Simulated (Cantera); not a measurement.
Cantera run:

```python
import numpy as np
import cantera as ct

gas_names = [...]  # 114 gases of nasa_gas.yaml made of C, Fe, H, O
cond_names = """
    C(gr) C6H6(L) C7H8(L) C8H18(L),n-octa Fe(a) Fe(c) Fe(d) Fe(L) FeC5O5(L) FeO(s) FeO(L) Fe(OH)2(s)
    Fe(OH)3(s) Fe2O3(s) Fe3O4(s) H2O(s) H2O(L)
""".split()


# ... load() reads the species with a 1 bar reference pressure and builds the phases ...
atoms = {
    'Fe(CO)5': {'Fe': 1, 'C': 5, 'O': 5},
    'H2': {'H': 2},
}
top_T = {'C(gr)': 4500, 'Fe2O3(s)': 1830, 'Fe3O4(s)': 1870}  # K; cautious upper limits of use, not melting points


# ... equilibrate(T, P, feed) seeds the gas with the atoms and calls Mixture.equilibrate('TP', solver="vcs", rtol=1e-11, max_steps=5000) ...
results = []
T = 1400  # K
P = 73  # Pa
for m in [0.19, 0.35, 0.64, 1.2, 2.1, 3.8, 7, 13, 23]:
    feed = {'Fe(CO)5': 1, 'H2': m}  # mol
    mix = equilibrate(T, P, feed)
    results.append((T, P, feed, dict(zip(mix.species_names, mix.species_moles))))

top = {s: max(r[3][s] / sum(r[3][g] for g in gas_names) for r in results) for s in gas_names}
cols = sorted((s for s in top if top[s] > 1e-05), key=lambda s: -top[s])[:9]
seen = [c for c in cond_names if any(r[3].get(c, 0) > 1e-12 for r in results)]
print("log10 of partial pressures in bar; condensed amounts in mol")
print(f"{'n(H2)':>10s}" + "".join(f"{s[:9]:>10s}" for s in cols + seen))
for T, P, feed, n in results:
    ng = sum(n[g] for g in gas_names)
    print(f"{feed['H2']:10.4g}" + "".join(f"{np.log10(max(n[s] / ng * P / 1e5, 1e-99)):10.3f}" for s in cols)
          + "".join(f"{n.get(c, 0):10.4g}" for c in seen))
```

Output:

```
log10 of partial pressures in bar; condensed amounts in mol
     n(H2)        CO        H2         H        Fe     C(gr)     Fe(c)
      0.19    -3.153    -4.573    -7.600    -7.815 5.551e-06    0.9999
      0.35    -3.166    -4.321    -7.474    -7.815 4.905e-06    0.9999
      0.64    -3.189    -4.082    -7.354    -7.815 3.638e-06    0.9999
       1.2    -3.230    -3.850    -7.238    -7.815  8.97e-07    0.9999
       2.1    -3.289    -3.666    -7.146    -7.815         0    0.9999
       3.8    -3.382    -3.501    -7.064    -7.815         0    0.9998
         7    -3.517    -3.371    -6.998    -7.815         0    0.9997
        13    -3.693    -3.278    -6.952    -7.815         0    0.9996
        23    -3.885    -3.222    -6.924    -7.815         0    0.9994
```

Equilibrium computed with Cantera from the NASA thermochemical tables; the gas is ideal and each condensed phase is pure.
